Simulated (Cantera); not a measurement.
Predominance diagram of Li at 1052 °C against the partial pressures of O2 and H2O (log10, bar). Cantera with NASA thermochemical tables; ideal gases at 1 bar, condensed phases pure. Candidates: Li(l), LiH(l), LiOH(l), Li2O(s). Only these pure phases compete in this equilibrium. Not in the tables: the peroxide.

Problem. Which phase is stable at these pairs, and which metal-bearing vapour leads over it? (-12.2, -3.8); (-1.1, -7.6); (-9.9, 0); (-2.2, -3.8); (0, -3.8); (-7.7, -3.8); (-8.8, -7.6)

Solution. 
| log p(O2) | log p(H2O) | phase | chief vapour | log p (bar) |
|---|---|---|---|---|
| -12.2 | -3.8 | Li2O(s) | LiOH | -4.2 |
| -1.1 | -7.6 | Li2O(s) | LiOH | -6.1 |
| -9.9 | 0 | LiOH(l) | LiOH | -2.3 |
| -2.2 | -3.8 | Li2O(s) | LiOH | -4.2 |
| 0 | -3.8 | Li2O(s) | LiOH | -4.2 |
| -7.7 | -3.8 | Li2O(s) | LiOH | -4.2 |
| -8.8 | -7.6 | Li2O(s) | LiOH | -6.1 |
